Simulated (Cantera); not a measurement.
Cantera run:

```python
import numpy as np
import cantera as ct

gas_names = """
    Br Br2 H HBr H2 N NH NH2 NH3 N2 N2H2 N2H4 Si SiBr SiBr2 SiBr3 SiBr4 SiH SiHBr3 SiH2 SiH2Br2 SiH3
    SiH3Br SiH4 SiN Si2 Si2N Si3
""".split()
cond_names = """
    Br2(cr) Br2(L) Si(cr) Si(L) Si3N4(a)
""".split()


# ... load() reads the species with a 1 bar reference pressure and builds the phases ...
atoms = {
    'Si': {'Si': 1},
    'HBr': {'H': 1, 'Br': 1},
    'N2': {'N': 2},
}
top_T = {'Si3N4(a)': 2400}  # K; cautious upper limits of use, not melting points


# ... equilibrate(T, P, feed) seeds the gas with the atoms and calls Mixture.equilibrate('TP', solver="vcs", rtol=1e-11, max_steps=5000) ...
results = []
feed = {'Si': 1, 'HBr': 10, 'N2': 0.52}  # mol
P = 2.3  # Pa
for T in [700, 800, 900, 1000, 1100, 1200, 1300, 1400, 1500, 1600, 1700]:
    mix = equilibrate(T, P, feed)
    results.append((T, P, feed, dict(zip(mix.species_names, mix.species_moles))))
    x = sorted(zip(gas.X, gas.species_names), reverse=True)
    print(f"T = {T:g} K  P = {P:g} Pa  gas = {mix.phase_moles(0):.4g} mol")
    print("   x: " + "  ".join(f"{s} {v:.3e}" for v, s in x if v > 1e-05))
    print("   condensed (mol): " + ("  ".join(f"{mix.phase(i).name} {mix.phase_moles(i):.4g}"
          for i in range(1, mix.n_phases) if mix.phase_moles(i) > 1e-12) or "none"))
```

It prints:

```
T = 700 K  P = 2.3 Pa  gas = 9.583 mol
   x: HBr 7.046e-01  H2 1.695e-01  SiBr4 8.473e-02  N2 4.118e-02
   condensed (mol): Si3N4(a) 0.06267
T = 800 K  P = 2.3 Pa  gas = 9.594 mol
   x: HBr 7.179e-01  H2 1.622e-01  SiBr4 8.108e-02  N2 3.878e-02  Br 1.500e-05
   condensed (mol): Si3N4(a) 0.07399
T = 900 K  P = 2.3 Pa  gas = 9.603 mol
   x: HBr 7.266e-01  H2 1.573e-01  SiBr4 7.850e-02  N2 3.719e-02  Br 1.933e-04  SiBr3 9.726e-05  SiBr2 6.976e-05  SiHBr3 2.732e-05
   condensed (mol): Si3N4(a) 0.08143
T = 1000 K  P = 2.3 Pa  gas = 9.64 mol
   x: HBr 7.297e-01  H2 1.538e-01  SiBr4 7.447e-02  N2 3.687e-02  SiBr2 2.688e-03  Br 1.493e-03  SiBr3 9.020e-04  SiHBr3 6.407e-05
   condensed (mol): Si3N4(a) 0.08231
T = 1100 K  P = 2.3 Pa  gas = 9.999 mol
   x: HBr 6.992e-01  H2 1.504e-01  SiBr4 5.006e-02  N2 4.829e-02  SiBr2 4.023e-02  Br 7.646e-03  SiBr3 4.061e-03  SiHBr3 9.383e-05
   condensed (mol): Si3N4(a) 0.01854
T = 1200 K  P = 2.3 Pa  gas = 10.58 mol
   x: HBr 6.991e-01  H2 1.232e-01  SiBr2 8.117e-02  N2 4.917e-02  Br 3.394e-02  SiBr4 9.914e-03  SiBr3 3.436e-03  SiHBr3 2.856e-05  Br2 1.568e-05  H 1.444e-05
   condensed (mol): none
T = 1300 K  P = 2.3 Pa  gas = 11.02 mol
   x: HBr 6.292e-01  H2 1.391e-01  Br 9.354e-02  SiBr2 8.842e-02  N2 4.720e-02  SiBr3 1.404e-03  SiBr4 9.274e-04  H 8.604e-05  Br2 2.599e-05
   condensed (mol): none
T = 1400 K  P = 2.3 Pa  gas = 11.58 mol
   x: HBr 5.067e-01  Br 1.835e-01  H2 1.782e-01  SiBr2 8.574e-02  N2 4.490e-02  SiBr3 4.840e-04  H 4.281e-04  SiBr4 7.449e-05  SiBr 4.615e-05  Br2 2.701e-05
   condensed (mol): none
T = 1500 K  P = 2.3 Pa  gas = 12.29 mol
   x: HBr 3.658e-01  Br 2.855e-01  H2 2.232e-01  SiBr2 8.092e-02  N2 4.233e-02  H 1.734e-03  SiBr 2.808e-04  SiBr3 1.621e-04  Si 2.531e-05  Br2 2.097e-05
   condensed (mol): none
T = 1600 K  P = 2.3 Pa  gas = 13.02 mol
   x: Br 3.762e-01  H2 2.608e-01  HBr 2.405e-01  SiBr2 7.471e-02  N2 3.993e-02  H 5.789e-03  SiBr 1.482e-03  Si 5.338e-04  SiBr3 5.414e-05  Br2 1.341e-05
   condensed (mol): none
T = 1700 K  P = 2.3 Pa  gas = 13.89 mol
   x: Br 4.480e-01  H2 2.773e-01  HBr 1.491e-01  SiBr2 5.851e-02  N2 3.743e-02  H 1.618e-02  Si 7.612e-03  SiBr 5.798e-03  SiH 2.975e-05  SiBr3 1.616e-05
   condensed (mol): none
```

Equilibrium computed with Cantera from the NASA thermochemical tables; the gas is ideal and each condensed phase is pure. N2 is the only nitrogen source here; it is nearly inert below about 1500 K, so the nitride shown seldom forms there in practice. The tables' values for SiBr, SiBr3 are old estimates; treat these amounts as uncertain.
